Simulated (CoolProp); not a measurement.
n-undecane along the isobar 7650 kPa: Z from the reference equation and from simpler models built on Tc = 638.8 K, pc = 1990 kPa, ω = 0.539; each cubic takes its own stable root.

Model: reference Helmholtz-energy equation of state, Aleksandrov 2011, in CoolProp. It is a short technical equation, of lower accuracy than the large ones.

```
T (K)   phase  reference  Soave-Redlich-Kwong  Peng-Robinson
-----  ------  ---------  -------------------  -------------
262    liquid     0.7140               0.8785         0.7853
270.4  liquid     0.6975               0.8548         0.7640
278.8  liquid     0.6821               0.8327         0.7440
287.2  liquid     0.6676               0.8120         0.7253
295.7  liquid     0.6538               0.7924         0.7076
304.1  liquid     0.6411               0.7742         0.6912
312.5  liquid     0.6290               0.7571         0.6758
320.9  liquid     0.6177               0.7411         0.6614
329.4  liquid     0.6069               0.7259         0.6476
337.8  liquid     0.5968               0.7117         0.6348
346.2  liquid     0.5873               0.6984         0.6228
354.6  liquid     0.5784               0.6859         0.6115
363.1  liquid     0.5698               0.6740         0.6007
371.5  liquid     0.5618               0.6629         0.5907
379.9  liquid     0.5543               0.6524         0.5813
388.3  liquid     0.5472               0.6426         0.5724
```
